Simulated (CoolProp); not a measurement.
Vapour-liquid equilibrium of diethyl ether (1) + ethanol (2) at 1.37 MPa; x and y are mole fractions of (1).

Computed with CoolProp (multi-fluid Helmholtz-energy mixture model, Thol 2014 and Schroeder 2014; pair parameters Bell 2016).

```csv
x,"bubble temperature, mixture model (K)","bubble temperature, Raoult's law (K)","y, mixture model","y, Raoult's law"
0.05,433.7,435.4,0.103,0.080
0.125,429.5,433.3,0.235,0.194
0.2,425.7,431.2,0.344,0.299
0.275,422.5,429.1,0.434,0.397
0.35,419.8,427.0,0.509,0.487
0.425,417.5,424.8,0.573,0.570
0.5,415.5,422.7,0.629,0.646
0.575,413.8,420.6,0.681,0.715
0.65,412.4,418.4,0.731,0.778
0.725,411.2,416.3,0.781,0.835
0.8,410.2,414.2,0.833,0.886
0.875,409.4,412.2,0.890,0.933
0.95,408.9,410.1,0.953,0.975
```

The largest gap from Raoult's law is -7.3 K in bubble temperature, at x = 0.425. No azeotrope shows between x = 0.05 and 0.95.

The pair parameters rest on a limited set of measurements; away from them the model extrapolates.
